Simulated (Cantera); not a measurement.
Feed: 1 mol SiCl4, 0.63 mol Cl2, a varied amount of H2, held at 625 K and 3.80 bar.

These are equilibrium values from Cantera (NASA tables, ideal gas, pure condensed phases), not measurements of a reactor. Candidate condensed phases: Si; 19 gas species. Rates play no part.

Task: At 8.2 mol H2, list the 4 most abundant gas species with their mole fractions, and the condensed phases.

Result: H2 0.770, HCl 0.128, SiCl4 0.102, SiHCl3 2.95e-5. Condensed: gas only.
